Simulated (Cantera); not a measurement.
Input: 1 mol LiCl, 0.29 mol HF, 170 mol H₂, held at 1827 °C and 0.100 bar.

Equilibrium computed with Cantera from the NASA thermochemical tables; the gas is ideal and each condensed phase is pure. Candidate condensed phases: Li, LiCl, LiF, LiH; 25 gas species. Kinetics and transport are ignored.

Base state: H₂ 0.982, H 0.00976, LiCl 0.00441, HCl 0.00139, HF 0.00119, Li 0.000893, LiF 0.000495, LiH 1.10e-5 (mole fractions); condensed: gas only.

What changes in the equilibrium state with this change: pressure from 0.100 bar to 22.0 mbar?


```tsv
species	before	after
H₂	0.982	0.970
H	0.00976	0.0207
LiCl	0.00441	0.00400
Li	0.000893	0.00137
Cl	1.02e-5	2.73e-5
LiH	1.10e-5	7.89e-6
LiF	0.000495	0.000388
HCl	0.00139	0.00174
```
